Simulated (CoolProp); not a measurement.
n-butane along the isotherm 405.4 K: density (kg/m³) from the reference equation and from simpler models built on Tc = 425.1 K, pc = 3.796 MPa, ω = 0.201; each cubic takes its own stable root.

The numbers come from the reference Helmholtz-energy equation of state, Bücker 2006 in CoolProp.

| p (MPa) | phase | reference | van der Waals | Redlich-Kwong | Soave-Redlich-Kwong |
|---|---|---|---|---|---|
| 0.923 | gas | 17.77 | 17.44 | 17.72 | 17.76 |
| 1.85 | gas | 41.82 | 39.61 | 41.22 | 41.49 |
| 3.69 | liquid | 410.1 | 260.5 | 336.3 | 346.6 |
| 4.62 | liquid | 421.5 | 278.2 | 355.7 | 363.8 |
| 5.54 | liquid | 430.4 | 289.9 | 370.1 | 376.9 |
| 6.46 | liquid | 437.8 | 298.9 | 381.7 | 387.7 |
| 7.38 | liquid | 444.2 | 306.3 | 391.6 | 397.0 |
| 8.31 | liquid | 449.9 | 312.6 | 400.3 | 405.3 |
| 9.23 | liquid | 455.1 | 318.1 | 408.0 | 412.6 |
| 10.2 | liquid | 460.0 | 323.2 | 415.3 | 419.6 |
| 11.1 | liquid | 464.2 | 327.5 | 421.5 | 425.5 |
| 12 | liquid | 468.2 | 331.4 | 427.2 | 431.0 |
